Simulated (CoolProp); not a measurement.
Aqueous potassium acetate as a coolant, 19 % by mass, freezing at -10.4 °C, 1 atm.

The numbers come from the Melinder's fits for secondary coolants in CoolProp.

```
T (°C)  conductivity (W/(m K))  viscosity (mPa s)  density (kg/m³)  cp (kJ/(kg K))
------  ----------------------  -----------------  ---------------  --------------
-3.9                     0.501               3.29             1103           3.506
1.8                      0.509               2.70             1102           3.515
7.6                      0.517               2.25             1100           3.524
13.3                     0.525               1.92             1098           3.533
19                       0.533                [?]             1096           3.541
24.7                     0.541                [?]             1094           3.550
30.5                     0.550                [?]              [?]           3.557
```

Task: Fill in the missing entries.

Result: 
- 19, viscosity (mPa s): 1.66
- 24.7, viscosity (mPa s): 1.45
- 30.5, viscosity (mPa s): 1.28
- 30.5, density (kg/m³): 1092
